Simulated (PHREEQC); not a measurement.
Solution (25 °C): 0.016 mol Al2(SO4)3, 0.018 mol CuCl2, 0.037 mol NaHCO3 and 0.69 mol NaCl per kg of water. Closed to the air; pH follows from the charge balance.

All values are PHREEQC results (ion-association model, wateq4f.dat), not measurements.

Problem. The ionic strength comes out as 0.846 mol/kgw. What activity coefficients do NaCO3-, CuOH+, Al(SO4)2-, SO4-2, CuCl+ get?

Solution. NaCO3- 0.66, CuOH+ 0.61, Al(SO4)2- 0.63, SO4-2 0.17, CuCl+ 0.61.

This is a speciation only: nothing precipitates in the calculation. The solution is supersaturated, for example in Basaluminite, Atacamite, so a real one may precipitate; this is no full list. The ionic strength is past about 0.7 mol/kgw, beyond the range of this activity model, so the values are rough.
